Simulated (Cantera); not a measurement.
# Reactions in the system C-H-O-Ti

Standard-state values (1 bar) from the NASA 1993 polynomials, evaluated with Cantera. Values are per mole of reaction as written; species without (g) are pure solids or liquids, kept so even where they would boil at 1 bar.

H2O(g) + 2 C3H8(g) + Ti = TiO(g) + 3 C2H6(g)

```tsv
T (K)	ΔH° (kJ)	ΔS° (J/K)	ΔG° (kJ)	log10 K
398	252.3	156.0	190.2	-24.96
448	251.4	153.8	182.5	-21.28
498	250.4	151.8	174.8	-18.34
548	249.5	150.0	167.3	-15.95
598	248.6	148.3	159.8	-13.96
648	247.6	146.9	152.5	-12.29
```
